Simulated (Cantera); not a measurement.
An isothermal, constant-pressure homogeneous reactor starts with NO : N2 = 1 : 0.28 (molar parts), at 1875 K and 7800 Pa. Integrator tolerance rtol = 1e-08.

Cantera simulation using GRI-Mech 3.0 (53 species, 325 reactions); the numbers are that mechanism's predictions, not measurements.

Problem. What does this change do: temperature 1875 to 1775 K?

Solution. 
| quantity | before | after |
|---|---|---|
| x(NO) at 3.00 s | 0.633 (gas-phase equilibrium 0.00635) | 0.725 (gas-phase equilibrium 0.00457) |
| x(O2) at 3.00 s | 0.0736 (gas-phase equilibrium 0.387) | 0.0279 (gas-phase equilibrium 0.388) |
| x(O) at 3.00 s | 0.000261 (gas-phase equilibrium 0.000539) | 7.14e-5 (gas-phase equilibrium 0.000215) |
| x(N2) at 3.00 s | 0.293 (gas-phase equilibrium 0.606) | 0.247 (gas-phase equilibrium 0.607) |
| x(N2O) at 3.00 s | 0.000142 (gas-phase equilibrium 8.85e-8) | 0.000191 (gas-phase equilibrium 6.46e-8) |
| x(NO2) at 3.00 s | 0.000224 (gas-phase equilibrium 5.18e-6) | 0.000200 (gas-phase equilibrium 4.58e-6) |

Problem. What does this change do: N2 0.28 to 0.08 parts?

Solution. 
```
quantity                                             before                                      after
----------------  -----------------------------------------  -----------------------------------------
x(NO) at 3.00 s       0.633 (gas-phase equilibrium 0.00635)      0.727 (gas-phase equilibrium 0.00649)
x(O2) at 3.00 s        0.0736 (gas-phase equilibrium 0.387)       0.0991 (gas-phase equilibrium 0.459)
x(O) at 3.00 s    0.000261 (gas-phase equilibrium 0.000539)  0.000300 (gas-phase equilibrium 0.000587)
x(N2) at 3.00 s         0.293 (gas-phase equilibrium 0.606)        0.173 (gas-phase equilibrium 0.534)
x(N2O) at 3.00 s   0.000142 (gas-phase equilibrium 8.85e-8)   0.000183 (gas-phase equilibrium 8.48e-8)
x(NO2) at 3.00 s   0.000224 (gas-phase equilibrium 5.18e-6)   0.000296 (gas-phase equilibrium 5.77e-6)
```
